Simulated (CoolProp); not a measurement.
Computed with CoolProp (reference Helmholtz-energy equation of state, Lemmon 2003). It is a pseudo-pure fit of the blend.

### Question
For R407C, give the phase and the cv (kJ/(kg K)), Joule-Thomson coefficient (K/MPa), Prandtl number at 500 K and 0.249 MPa.

### Answer
- 500 K and 0.249 MPa: gas; cv 1.03, Joule-Thomson coefficient 4.05, Prandtl number 0.814

Viscosity comes from a separate model (Geller 2000). Thermal conductivity comes from a separate model (Geller 2001).
